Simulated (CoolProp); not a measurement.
Vapour-liquid equilibrium of n-hexane (1) + n-decane (2) at 0.0324 MPa; x and y are mole fractions of (1).

Model: multi-fluid Helmholtz-energy mixture model, Thol 2019 and Lemmon 2006; pair parameters Kunz 2012, in CoolProp.

| x | bubble temperature (°C) | y at the bubble point | dew temperature at overall composition x (°C) | liquid density (mol/L) |
|---|---|---|---|---|
| 0.05 | 116.1 | 0.477 | 132.6 | 4.670 |
| 0.15 | 91.5 | 0.818 | 129.4 | 4.973 |
| 0.25 | 76.4 | 0.917 | 125.8 | 5.240 |
| 0.35 | 66.2 | 0.956 | 121.9 | 5.497 |
| 0.45 | 58.6 | 0.975 | 117.4 | 5.757 |
| 0.55 | 52.7 | 0.985 | 112.3 | 6.027 |
| 0.65 | 47.9 | 0.991 | 106.1 | 6.311 |
| 0.75 | 44.0 | 0.995 | 98.4 | 6.614 |
| 0.85 | 40.6 | 0.998 | 87.6 | 6.939 |
| 0.95 | 37.7 | 0.999 | 68.2 | 7.290 |

No azeotrope shows between x = 0.05 and 0.95.

The pair parameters rest on a limited set of measurements; away from them the model extrapolates.
